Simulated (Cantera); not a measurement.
Input (Python, Cantera) and output of one run.

```python
import numpy as np
import cantera as ct

gas_names = """
    O2 H2 OH O
""".split()
cond_names = """
    CuO2H2(s) Cu2O(s) Cu2O(L)
""".split()


def load(file, names, dense=False):
    # The tables refer to 1 bar. Condensed volumes are neglected.
    table = {s.name: s for s in ct.Species.list_from_file(file)}
    out = []
    for n in names:
        d = dict(table[n].input_data)
        d["thermo"] = dict(d["thermo"], **{"reference-pressure": 1e5})
        if dense:
            d["equation-of-state"] = {"model": "constant-volume", "density": "1e6 g/cm^3"}
        out.append(ct.Species.from_dict(d))
    return out


species = {s.name: s for s in load("nasa_gas.yaml", gas_names) + load("nasa_condensed.yaml", cond_names)}
# Each term lists the table entries of one substance; the one whose range holds T is used.
reactions = {
    '4 Cu(OH)2 = 3 O2(g) + 4 H2(g) + 2 Cu2O':
        [(-4, ['CuO2H2(s)']), (3, ['O2']), (4, ['H2']), (2, ['Cu2O(s)', 'Cu2O(L)'])],
    '4 OH(g) + Cu2O = 2 Cu(OH)2 + O(g)':
        [(-4, ['OH']), (-1, ['Cu2O(s)', 'Cu2O(L)']), (2, ['CuO2H2(s)']), (1, ['O'])],
}


def pick(names, T):
    return next(species[n] for n in names if species[n].thermo.min_temp <= T <= species[n].thermo.max_temp)


results = []
for label, terms in reactions.items():
    print(label)
    print("     T/K   dH/kJ  dS/(J/K)   dG/kJ   log10 K")
    for T in [473, 573, 673, 773, 873, 973, 1073, 1173, 1273]:
        used = [(nu, pick(names, T)) for nu, names in terms]
        dH = sum(nu * s.thermo.h(T) for nu, s in used) / 1e6
        dS = sum(nu * s.thermo.s(T) for nu, s in used) / 1e3
        dG = dH - T * dS / 1e3
        logK = -dG * 1e6 / (ct.gas_constant * T * np.log(10))
        results.append((label, T, dH, dS, dG, logK, [s.name for _, s in used]))
        print(f"{T:8g} {dH:8.1f} {dS:8.1f} {dG:8.1f} {logK:8.2f}")
```

Result:

```
4 Cu(OH)2 = 3 O2(g) + 4 H2(g) + 2 Cu2O
     T/K   dH/kJ  dS/(J/K)   dG/kJ   log10 K
     473   1450.5    864.2   1041.7  -115.04
     573   1444.0    851.8    955.9   -87.14
     673   1436.6    839.9    871.3   -67.63
     773   1428.3    828.5    787.9   -53.24
     873   1419.5    817.8    705.6   -42.22
     973   1410.5    808.0    624.3   -33.52
    1073   1401.5    799.1    544.0   -26.48
    1173   1392.8    791.4    464.5   -20.68
    1273   1384.7    784.8    385.7   -15.82
4 OH(g) + Cu2O = 2 Cu(OH)2 + O(g)
     T/K   dH/kJ  dS/(J/K)   dG/kJ   log10 K
     473   -632.3   -434.0   -427.0    47.16
     573   -628.2   -426.1   -384.0    35.01
     673   -623.5   -418.6   -341.8    26.53
     773   -618.3   -411.4   -300.3    20.29
     873   -612.8   -404.7   -259.5    15.53
     973   -607.1   -398.6   -219.3    11.78
    1073   -601.6   -393.1   -179.8     8.75
    1173   -596.2   -388.3   -140.7     6.27
    1273   -591.2   -384.2   -102.1     4.19
```

Source: NASA polynomial tables (part measured, part estimated), evaluated in Cantera. Condensed species are held in their standard states even where they would react or evaporate.
